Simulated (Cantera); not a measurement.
Feed: 1 mol BF3, 0.19 mol H2O, at 75.0 Torr.

Equilibrium computed with Cantera from the NASA thermochemical tables; the gas is ideal and each condensed phase is pure. Candidate condensed phases: B, B2O3, B3O3H3, H2O; 43 gas species. Gases not in the tables: H3BO3. The numbers say what is thermodynamically allowed, not how fast it happens. All values below are at 1150 K.

Base state: BF3 0.703, HF 0.212, H2O 0.0478, B3O3F3 0.0343, BOF 0.00275, HBO2 0.000170, (HBO2)3 1.13e-5 (mole fractions); condensed: gas only.

What changes in the equilibrium state with this change: pressure from 75.0 Torr to 10.5 Torr?


```tsv
species	before	after
BF3	0.703	0.682
HF	0.212	0.238
B3O3F3	0.0343	0.0360
H2O	0.0478	0.0329
BOF	0.00275	0.0104
(HBO2)3	1.13e-5	2.74e-6
HBO2	0.000170	0.000393
```
